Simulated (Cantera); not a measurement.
Input: 1 mol Si2H6, 0.31 mol N2O, equilibrated at 0.360 bar.

Method: chemical equilibrium by Gibbs-energy minimisation in Cantera with the NASA 1993 tables (ideal gas, pure condensed phases). Candidate condensed phases: H2O, Si, SiO2, Si2N2O, Si3N4; 35 gas species. The feed counts by its element totals alone. Mutual solubility and eutectic melting of coexisting phases are not modelled. Gases not in the tables: Si2H6 and higher silanes. The numbers say what is thermodynamically allowed, not how fast it happens.

Task: Which condensed phases are stable at each of these points (T (K)): 925, 1025, 1125, 1225, 1325, 1425, 1525, 1625, 1725, 1825, 1925?

Result: 
| T (K) | condensed phases | Si condensed (%) |
|---|---|---|
| 925 | Si(s) + Si2N2O(s) | 100.0 |
| 1025 | Si(s) + Si2N2O(s) | 100.0 |
| 1125 | Si(s) + Si2N2O(s) | 100.0 |
| 1225 | Si(s) + Si2N2O(s) | 100.0 |
| 1325 | Si(s) + Si2N2O(s) | 100.0 |
| 1425 | Si(s) + Si2N2O(s) | 100.0 |
| 1525 | Si(s) + Si2N2O(s) | 100.0 |
| 1625 | Si(s) + Si2N2O(s) | 100.0 |
| 1725 | Si(l) + Si2N2O(s) | 99.8 |
| 1825 | Si(l) + Si2N2O(s) | 98.9 |
| 1925 | Si(l) + Si2N2O(s) | 95.1 |

From 925 K to 1625 K the condensed part is Si(s) + Si2N2O(s). From 1725 K to 1925 K the condensed part is Si(l) + Si2N2O(s).
